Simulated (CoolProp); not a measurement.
Vapour-liquid equilibrium of CHF3 (R23) (1) + isopentane (2) at 256.9 K; x and y are mole fractions of (1).

The numbers come from the multi-fluid Helmholtz-energy mixture model, Penoncello 2003 and Lemmon 2006; pair parameters Bell 2016 in CoolProp.

```tsv
x	bubble pressure (MPa)	y at the bubble point	dew pressure at overall composition x (MPa)	liquid density (mol/L)
0.05	0.2770	0.938	0.01710	9.318
0.2	0.8989	0.978	0.02034	10.08
0.35	1.200	0.983	0.02507	10.92
0.5	1.270	0.983	0.03265	11.86
0.65	1.275	0.983	0.04676	12.92
0.8	1.324	0.985	0.08240	14.16
0.95	1.481	0.994	0.3482	15.71
```

No azeotrope shows between x = 0.05 and 0.95.

The pair parameters rest on a limited set of measurements; away from them the model extrapolates. The gap from Raoult's law changes sign with composition, which may be real or a fault of the pair parameters; it wasn't checked against measurements. With so large a gap from Raoult's law the liquid may split in two, which this calculation doesn't test in full.
